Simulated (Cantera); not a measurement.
# Equilibrium for silicon nitride deposition: SiHCl3 + N2 + H2

Input: 1 mol SiHCl3, 0.53 mol N2, 60 mol H2, held at 13300 Pa.

These are equilibrium values from Cantera (NASA tables, ideal gas, pure condensed phases), not measurements of a reactor. Candidate condensed phases: NH4Cl, Si, Si3N4; 28 gas species. N2 is the only nitrogen source here; it is nearly inert below about 1500 K, so the nitride shown seldom forms there in practice. Mutual solubility and eutectic melting of coexisting phases are not modelled. The tables' values for SiCl3, SiCl are old estimates; treat these amounts as uncertain. Gases not in the tables: Si2H6 and higher silanes. Kinetics and transport are ignored.

```
T (°C)  log p H2  log p HCl  log p N2  log p SiCl2  n Si3N4(s)  n Si(s)  n Si(l)
------  --------  ---------  --------  -----------  ----------  -------  -------
1000       -0.89      -2.27     -6.06        -3.61       0.265        0        0
1050       -0.89      -2.27     -5.60        -3.49       0.264        0        0
1100       -0.89      -2.26     -5.13        -3.43       0.263        0        0
1150       -0.89      -2.26     -4.68        -3.38       0.260        0        0
1200       -0.89      -2.27     -4.30        -3.32       0.253        0        0
1250       -0.89      -2.28     -3.99        -3.25       0.241        0        0
1300       -0.89      -2.30     -3.73        -3.17       0.222   0.0114        0
1350       -0.90      -2.30     -3.35        -3.16       0.162    0.185        0
1400       -0.90      -2.30     -3.00        -3.15      0.0318    0.569        0
1450       -0.90      -2.30     -2.95        -3.17           0        0    0.673
```
log p: log10 of the partial pressure in bar; n: condensed amount in mol.

From 1000 °C to 1250 °C the condensed part is Si3N4(s). From 1300 °C to 1400 °C the condensed part is Si(s) + Si3N4(s). At 1450 °C the condensed part is Si(l). The main Si-bearing gas is SiCl2 throughout. The share of Si in condensed phases is highest at 1000 °C (79.4 %) and lowest at 1400 °C (66.4 %).
